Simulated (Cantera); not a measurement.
A perfectly stirred reactor is fed with 7.05 % C₃H₈, 19.6 % O₂, 73.3 % N₂, at 11.8 atm; it is adiabatic with a 750 K inlet, and is followed from long to short residence time, starting on the burning branch (τ in s: 0.33, 0.11, 0.038, 0.013, 0.0043, 0.0015, 0.00049, 0.00017, 5.6e-05, 1.9e-05, 6.3e-06).

Computed with Cantera and GRI-Mech 3.0 (53 species, 325 reactions). GRI-Mech 3.0 was tuned for natural gas; its chemistry of propane as a main component is partial and can be far from experiment. The pressure lies above the range GRI-Mech 3.0 was tuned for (to about 10 atm).

**Question.** Predict: blow-out, bracketed by the residence times tried; x(C₃H₈) at τ = 0.330 s; x(O₂) at τ = 0.330 s; x(OH) at τ = 0.330 s; x(NO) at τ = 0.330 s; x(C₂H) at τ = 0.330 s; x(C₃H₈) at τ = 1.50 ms; x(O₂) at τ = 1.50 ms; x(OH) at τ = 1.50 ms; x(NO) at τ = 1.50 ms; x(C₂H) at τ = 1.50 ms.

**Answer.** 
```
Quantity                                                                       Value
------------------------------------------------  ----------------------------------
blow-out, bracketed by the residence times tried  burning at 56.0 µs, out at 19.0 µs
x(C₃H₈) at τ = 0.330 s                                                       3.90e-8
x(O₂) at τ = 0.330 s                                                         6.78e-6
x(OH) at τ = 0.330 s                                                         4.32e-5
x(NO) at τ = 0.330 s                                                         1.40e-5
x(C₂H) at τ = 0.330 s                                                        9.62e-9
x(C₃H₈) at τ = 1.50 ms                                                       6.95e-6
x(O₂) at τ = 1.50 ms                                                         0.00100
x(OH) at τ = 1.50 ms                                                         9.57e-5
x(NO) at τ = 1.50 ms                                                         2.62e-5
x(C₂H) at τ = 1.50 ms                                                        1.27e-6
```
